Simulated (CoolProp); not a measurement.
Vapour-liquid equilibrium of n-octane (1) + o-xylene (2) at 0.015 MPa; x and y are mole fractions of (1).

Computed with CoolProp (multi-fluid Helmholtz-energy mixture model, Beckmüller 2019 and Zhou 2012; pair parameters Bell 2016).

```tsv
x	bubble temperature (°C)	y at the bubble point	dew temperature at overall composition x (°C)	liquid density (mol/L)
0.05	83.0	0.095	83.7	7.650
0.2	79.7	0.327	81.6	7.306
0.35	76.9	0.505	79.3	6.982
0.5	74.6	0.648	77.0	6.679
0.65	72.6	0.769	74.6	6.395
0.8	70.8	0.875	72.0	6.128
0.95	69.1	0.970	69.5	5.879
```

No azeotrope shows between x = 0.05 and 0.95.

The pair parameters rest on a limited set of measurements; away from them the model extrapolates.
